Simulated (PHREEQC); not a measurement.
A column of 0.2 m (40 cells, dispersivity 0.007 m, 3600 s a shift, diffusion coefficient 3e-10 m²/s) holds 0.019 eq of the database's cation exchanger X per kg of pore water, first in equilibrium with 0.037 mol/kgw CaCl2, 0.029 mol/kgw SrCl2 and 1e-05 mol/kgw HCl. It is flushed with 0.0027 mol NaCl, 0.011 mol CdCl2, 0.00036 mol PbCl2 and 1e-05 mol HCl per kg of water, at 40 °C. Values are for the last cell. The system is closed to CO2. No solid was allowed to form.

The numbers come from PHREEQC with the ion-association model, phreeqc.dat.

| pore volumes | Cd in solution (mol/kgw) | Na in solution (mol/kgw) | Pb in solution (mol/kgw) | Ca in solution (mol/kgw) |
|---|---|---|---|---|
| 0 | 0 | 0 | 0 | 0.0370 |
| 0.2625 | 1.06e-10 | ___ | 1.15e-12 | 0.0370 |
| 0.5125 | 5.88e-5 | 1.49e-5 | 1.05e-6 | 0.0367 |
| 0.6375 | 0.000451 | 0.000123 | 8.27e-6 | 0.0350 |
| 0.8875 | 0.00255 | 0.000852 | ___ | 0.0240 |
| 1.137 | 0.00409 | 0.00172 | 5.76e-5 | 0.0123 |
| 1.387 | 0.00469 | 0.00224 | 5.79e-5 | 0.00630 |
| 1.512 | 0.00503 | 0.00239 | 6.05e-5 | 0.00483 |
| 1.762 | 0.00599 | 0.00256 | ___ | 0.00320 |
| 2.013 | 0.00705 | 0.00263 | 9.46e-5 | 0.00229 |
| 2.263 | 0.00796 | 0.00266 | 0.000120 | 0.00168 |
| 2.513 | 0.00869 | 0.00267 | 0.000148 | 0.00124 |
| 2.638 | 0.00898 | 0.00268 | 0.000162 | ___ |
| 2.888 | 0.00947 | 0.00268 | 0.000189 | ___ |
| 3.138 | 0.00985 | 0.00269 | 0.000216 | 0.000576 |
| 3.388 | 0.0101 | 0.00269 | 0.000241 | 0.000418 |
| 3.513 | 0.0103 | 0.00269 | 0.000253 | 0.000355 |
| 3.763 | ___ | 0.00269 | 0.000274 | 0.000253 |
| 4.013 | 0.0106 | 0.00270 | 0.000292 | 0.000179 |

Problem. Complete the blanks.

Solution. 
- 0.2625, Na in solution (mol/kgw): 2.50e-11
- 0.8875, Pb in solution (mol/kgw): 4.26e-5
- 1.762, Pb in solution (mol/kgw): 7.36e-5
- 2.638, Ca in solution (mol/kgw): 0.00107
- 2.888, Ca in solution (mol/kgw): 0.000788
- 3.763, Cd in solution (mol/kgw): 0.0104

At this temperature some constants are extrapolated from 25 °C, and those without enthalpy data are left unchanged.
